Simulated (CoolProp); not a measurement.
Vapour-liquid equilibrium of R227EA (1) + isobutane (2) at 239 K; x and y are mole fractions of (1).

The numbers come from the multi-fluid Helmholtz-energy mixture model, Lemmon 2016 and Bücker 2006; pair parameters Bell 2016 in CoolProp.

```tsv
x	bubble pressure, mixture model (kPa)	bubble pressure, Raoult's law (kPa)	y, mixture model	y, Raoult's law
0.05	?	38.61	?	0.057
0.2	61.62	39.43	?	0.222
0.35	64.33	40.25	?	0.381
0.5	?	41.07	0.520	0.533
0.65	?	41.89	0.544	0.680
0.8	61.53	42.71	0.612	0.820
0.95	50.81	43.52	?	0.956
```

Question: What belongs in the gaps?

Answer: 
- 0.05, bubble pressure, mixture model (kPa): 48.59
- 0.05, y, mixture model: 0.242
- 0.2, y, mixture model: 0.454
- 0.35, y, mixture model: 0.502
- 0.5, bubble pressure, mixture model (kPa): 64.76
- 0.65, bubble pressure, mixture model (kPa): 64.40
- 0.95, y, mixture model: 0.825

The largest gap from Raoult's law is +59.8 % in bubble pressure, at x = 0.35. y crosses x between x = 0.5 and 0.65: the model has an azeotrope there.

The pair parameters rest on a limited set of measurements; away from them the model extrapolates. With so large a gap from Raoult's law the liquid may split in two, which this calculation doesn't test in full.
